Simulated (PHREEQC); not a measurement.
A made-up water analysis in mg/L, 25 °C, pH 6.65, pe 11.1: Na 3.79; K 10.9; Ca 10.3; Mg 2.03; Cl 4.94; S(6) as SO4 6.6; Alkalinity as HCO3 51; B 0.0158; Si as SiO2 0.0116.

Valence states are taken as typed.

Computed with PHREEQC (ion-association model, phreeqc.dat).

* **ionic strength**: 0.00151 mol/kgw
* **specific conductance**: 120 µS/cm
* **charge-balance error**: 0.5 %

| species | molality | activity | log γ |
|---|---|---|---|
| HCO3- | 0.000833 | 0.000798 | -0.019 |
| CO2 | 0.000401 | 0.000402 | 0.000 |
| K+ | 0.000279 | 0.000267 | -0.019 |
| Ca+2 | 0.000253 | 0.000213 | -0.074 |
| Na+ | 0.000165 | 0.000158 | -0.019 |
| Cl- | 0.000139 | 0.000133 | -0.019 |
| Mg+2 | 8.19e-5 | 6.91e-5 | -0.074 |
| SO4-2 | 6.56e-5 | 5.52e-5 | -0.075 |
| CaHCO3+ | 2.26e-6 | 2.17e-6 | -0.018 |
| CaSO4 | 2.09e-6 | 2.09e-6 | 0.000 |
| H3BO3 | 1.46e-6 | 1.46e-6 | 0.000 |
| MgSO4 | 8.95e-7 | 8.95e-7 | 0.000 |
| MgHCO3+ | 6.74e-7 | 6.45e-7 | -0.019 |

No solid was allowed to form.
